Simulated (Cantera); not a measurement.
Predominance diagram of Li at 1077 °C against the partial pressures of O₂ and Cl₂ (log10, bar). Source: NASA polynomial tables (part measured, part estimated), evaluated in Cantera. Candidates: Li(l), LiCl(l), Li₂O(s). Only these pure phases compete in this equilibrium. Not in the tables: the peroxide.

### Question
Which phase is stable at these pairs, and which metal-bearing vapour leads over it? (-9.4, -9.4); (-11.1, -16.3); (0.1, -9.4); (-5.1, -0.7); (-2.5, 1); (-8.5, -4.2); (-3.3, -9.4)

### Answer
```json
[
 {"log p(O₂)": "-9.4", "log p(Cl₂)": "-9.4", "phase": "LiCl(l)", "chief vapour": "LiCl", "log p (bar)": "-1.3"},
 {"log p(O₂)": "-11.1", "log p(Cl₂)": "-16.3", "phase": "Li₂O(s)", "chief vapour": "LiCl", "log p (bar)": "-2.8"},
 {"log p(O₂)": "0.1", "log p(Cl₂)": "-9.4", "phase": "Li₂O(s)", "chief vapour": "LiCl", "log p (bar)": "-2.1"},
 {"log p(O₂)": "-5.1", "log p(Cl₂)": "-0.7", "phase": "LiCl(l)", "chief vapour": "LiCl", "log p (bar)": "-1.3"},
 {"log p(O₂)": "-2.5", "log p(Cl₂)": "1", "phase": "LiCl(l)", "chief vapour": "LiCl", "log p (bar)": "-1.3"},
 {"log p(O₂)": "-8.5", "log p(Cl₂)": "-4.2", "phase": "LiCl(l)", "chief vapour": "LiCl", "log p (bar)": "-1.3"},
 {"log p(O₂)": "-3.3", "log p(Cl₂)": "-9.4", "phase": "LiCl(l)", "chief vapour": "LiCl", "log p (bar)": "-1.3"}
]
```
